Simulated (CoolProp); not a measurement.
R22 at 397.86 K and 2.21 MPa is throttled through a valve to 0.477 MPa with no heat exchange. Each further row changes one setting.

Computed with CoolProp (reference Helmholtz-energy equation of state, Kamei 1995).

```
case                       temperature change (K)  final density (kg/m³)
-------------------------  ----------------------  ---------------------
as stated                                   -18.1                   13.5
outlet pressure 0.143 MPa                   -21.7                   3.99
outlet pressure 0.62 MPa                    -16.5                   17.6
```
